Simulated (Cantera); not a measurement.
A closed system holds: 1 mol Si₂H₆, 170 mol N₂, equilibrated at 1027 °C and 10000 Pa.

Equilibrium computed with Cantera from the NASA thermochemical tables; the gas is ideal and each condensed phase is pure. Candidate condensed phases: Si, Si₃N₄; 18 gas species. The feed counts by its element totals alone. N₂ is the only nitrogen source here; it is nearly inert below about 1500 K, so the nitride shown seldom forms there in practice. Rates play no part.

What is the equilibrium state?


| Property | Result |
|---|---|
| x(N₂) | 0.983 |
| x(H₂) | 0.0175 |
| n(Si₃N₄(s)) | 0.667 mol |
| gas amount | 171.7 mol |
| log10 activity of Si(s) (absent) | -3.53 |
